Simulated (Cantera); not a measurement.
What does this Cantera script print?

```python
import numpy as np
import cantera as ct

gas = ct.Solution("gri30.yaml")
gas.TPX = 375, 86000, {'CH4': 1, 'O2': 2.74, 'N2': 10.3}
inlet = ct.Reservoir(gas, clone=True)
gas.equilibrate("HP")  # start burning
reactor = ct.IdealGasConstPressureReactor(gas, energy="on", clone=False)
exhaust = ct.Reservoir(gas, clone=True)
tau = [0.049, 0.023, 0.011, 0.0053, 0.0025, 0.0012, 0.00058, 0.00028, 0.00013, 6.3e-05, 3e-05, 1.4e-05, 6.8e-06][0]
for a, b in ((inlet, reactor), (reactor, exhaust)):
    ct.MassFlowController(a, b, mdot=lambda t: reactor.mass / tau)
net = ct.ReactorNet([reactor])
show = ['CH4', 'O2', 'HCN', 'H', 'NO2']

rows = []
print(f"{'tau/s':>10s}{'T/K':>9s}" + "".join(f"{s:>11s}" for s in show))
for tau in [0.049, 0.023, 0.011, 0.0053, 0.0025, 0.0012, 0.00058, 0.00028, 0.00013, 6.3e-05, 3e-05, 1.4e-05, 6.8e-06]:
    net.initial_time = 0.0
    net.advance(30 * tau)
    before = gas.X
    net.advance(40 * tau)
    drift = np.max(np.abs(gas.X - before) / (gas.X + 1e-9))
    rows.append([gas.T, *gas[show].X, drift])
    print(f"{tau:10.3e}{gas.T:9.1f}" + "".join(f"{x:11.3e}" for x in gas[show].X))
```

It prints:

```
     tau/s      T/K        CH4         O2        HCN          H        NO2
 4.900e-02   1930.7  1.205e-05  5.266e-02  2.558e-08  9.452e-05  5.514e-08
 2.300e-02   1920.0  1.978e-05  5.288e-02  3.147e-08  1.815e-04  3.854e-08
 1.100e-02   1904.4  3.197e-05  5.326e-02  4.086e-08  3.460e-04  2.665e-08
 5.300e-03   1882.1  5.192e-05  5.389e-02  5.579e-08  6.428e-04  1.837e-08
 2.500e-03   1850.5  8.763e-05  5.488e-02  7.962e-08  1.166e-03  1.271e-08
 1.200e-03   1809.4  1.524e-04  5.637e-02  1.140e-07  1.958e-03  9.002e-09
 5.800e-04   1757.1  2.821e-04  5.864e-02  1.627e-07  3.002e-03  6.316e-09
 2.800e-04   1689.8  5.923e-04  6.254e-02  2.376e-07  4.019e-03  4.149e-09
 1.300e-04   1558.9  2.386e-03  7.501e-02  4.219e-07  3.264e-03  2.083e-09
 6.300e-05    375.0  7.123e-02  1.952e-01 -1.427e-21 -6.276e-33 -1.564e-21
 3.000e-05    375.0  7.123e-02  1.952e-01 -2.626e-24  4.561e-35 -2.879e-24
 1.400e-05    375.0  7.123e-02  1.952e-01 -1.659e-25  2.614e-35 -1.819e-25
 6.800e-06    375.0  7.123e-02  1.952e-01 -1.048e-26  2.058e-36 -1.149e-26
```

Computed with Cantera and GRI-Mech 3.0 (53 species, 325 reactions).
